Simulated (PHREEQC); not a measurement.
A column of 0.2 m (40 cells, dispersivity 0.01 m, 720 s a shift, diffusion coefficient 3e-10 m²/s) holds 0.16 eq of the database's cation exchanger X per kg of pore water, first in equilibrium with 0.0071 mol/kgw ZnCl2, 0.0021 mol/kgw MgSO4, 0.00074 mol/kgw CaCl2 and 1e-05 mol/kgw HCl. It is flushed with 0.067 mol KBr, 0.033 mol ZnSO4 and 1e-05 mol HCl per kg of water, at 25 °C. Values are for the last cell. No CO2 enters from the air. No solid was allowed to form.

Model: ion-association model, phreeqc.dat, run in PHREEQC.

**Question.** Predict Br in solution (mol/kgw) at pore volumes = 0.9125, 1.062, 3.612.

**Answer.** 
```tsv
pore volumes	Br in solution (mol/kgw)
0.9125	0.0298
1.062	0.0427
3.612	0.0670
```

Species that the database lacks are ignored.
